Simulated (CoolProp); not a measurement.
Values from CoolProp's reference Helmholtz-energy equation of state, Span 2000.

Task: For nitrogen, give the phase and the Z, Joule-Thomson coefficient (K/MPa), expansivity (1/kK), conductivity (mW/(m K)) at 227.1 K and 11.3 MPa.

Result: 
- 227.1 K and 11.3 MPa: supercritical; Z 0.919, Joule-Thomson coefficient 2.07, expansivity 6.80, conductivity 30.1

Thermal conductivity comes from a separate model (Lemmon 2004).
